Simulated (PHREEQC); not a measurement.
A solution holds 0.023 mol TMAH, 7.5e-05 mol NaAlO2 and 0.064 mol Na2CO3 per kg of water, at 25 °C. Closed to the air; pH follows from the charge balance.

Computed with PHREEQC (ion-association model, phreeqc.dat).

| quantity | before | after |
|---|---|---|
| pH | 12.22 | 12.51 |
| ionic strength (mol/kgw) | 0.165 | 0.190 |
| Na+ (mol/kgw) | 0.103 | 0.104 |
| SI of Gibbsite (Al(OH)3) | -1.92 | -2.22 |

Problem. Name the change that produced these shifts.
(A) temperature from 25 to 85 °C
(B) NaAlO2 from 7.5e-05 to 0.000375 mol/kgw
(C) Na2CO3 replaced by NaHSO4 at the same molality
(D) Na2CO3 from 0.064 to 0.0128 mol/kgw
(E) TMAH from 0.023 to 0.046 mol/kgw

Solution. E, TMAH from 0.023 to 0.046 mol/kgw

This is a speciation only: nothing precipitates in the calculation. (CH3)4N+ isn't in the database: it is added as a free cation with an ion size of 4 Å.
